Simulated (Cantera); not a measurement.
## Thermodynamics of sublimation and decomposition of ceramics, feed SiO₂ + Si + N₂

A closed system holds: 1 mol SiO₂, 0.075 mol Si, 0.078 mol N₂, at 4.13 Torr.

Cantera equilibrium calculation (NASA polynomials, part measured and part estimated; ideal gas, pure solids and liquids). Candidate condensed phases: Si, SiO₂, Si₂N₂O, Si₃N₄; 30 gas species. Ions and electrons are included (thermal ionisation). The tables' values for SiO₂, SiN are old estimates; treat these amounts as uncertain. Rates play no part.

```tsv
T (K)	x O	x SiO	x Si	x O₂	x N₂	x N	x Si+	x e-
3000	0.355	0.546	1.97e-5	0.0542	0.0371	3.62e-5	8.49e-8	1.77e-7
3500	0.437	0.517	0.00165	0.00432	0.0362	0.000568	1.28e-5	1.29e-5
4000	0.468	0.447	0.0454	0.000543	0.0330	0.00435	0.000429	0.000429
4500	0.564	0.168	0.222	0.000142	0.0197	0.0170	0.00406	0.00406
5000	0.603	0.0263	0.297	4.08e-5	0.00646	0.0359	0.0152	0.0152
```
x: gas mole fraction; nothing condenses.

From 3000 K to 5000 K nothing is condensed. The main Si-bearing gas is SiO at 3000 K and Si at 5000 K.
